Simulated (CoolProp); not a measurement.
Propane at 293.15 K and 0.673 MPa is compressed adiabatically to 2.57 MPa with isentropic efficiency 0.8. Each further row changes one setting.

The numbers come from the reference Helmholtz-energy equation of state, Lemmon 2009 in CoolProp.

```json
[
 {"case": "as stated", "work (kJ/kg)": "…", "final temperature (K)": "…", "final density (kg/m³)": "…"},
 {"case": "efficiency 1", "work (kJ/kg)": "…", "final temperature (K)": "…", "final density (kg/m³)": "55.0"},
 {"case": "efficiency 0.65", "work (kJ/kg)": "…", "final temperature (K)": "368.4", "final density (kg/m³)": "49.5"}
]
```

Question: Some entries are withheld; supply them.

Answer: 
- as stated, work (kJ/kg): 81.1
- as stated, final temperature (K): 361.2
- as stated, final density (kg/m³): 52.2
- efficiency 1, work (kJ/kg): 64.8
- efficiency 1, final temperature (K): 355.2
- efficiency 0.65, work (kJ/kg): 99.8
